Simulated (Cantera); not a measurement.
## Transport properties of process gases

Gas mixture: 66.0 % C₃H₈, 34.0 % H₂, at 4.93 atm, frozen composition.

Cantera's kinetic-theory transport with the Lennard-Jones parameters of GRI-Mech 3.0, ideal gas; thermal conductivity in the mixture-averaged form. The composition is frozen, though it would react at the higher temperatures.

| T (K) | ρ (kg/m³) | cp (J/kg/K) | μ (µPa s) | λ (mW/m/K) | Pr | D (cm²/s) CH₄ | D (cm²/s) O | D (cm²/s) H₂O |
|---|---|---|---|---|---|---|---|---|
| 400 | 4.48 | 2419 | 11.5 | 70.9 | 0.391 | 0.0602 | 0.0842 | 0.0582 |
| 650 | 2.75 | 3347 | 17.3 | 122 | 0.475 | 0.143 | 0.196 | 0.148 |
| 900 | 1.99 | 4005 | 22.2 | 172 | 0.516 | 0.251 | 0.341 | 0.270 |
| 1150 | 1.56 | 4451 | 26.4 | 221 | 0.533 | 0.381 | 0.515 | 0.418 |
| 1400 | 1.28 | 4783 | 30.3 | 268 | 0.542 | 0.530 | 0.715 | 0.590 |
| 1650 | 1.09 | 5046 | 33.9 | 312 | 0.547 | 0.698 | 0.940 | 0.784 |
D: mixture-averaged diffusion coefficient of that species in the mixture.
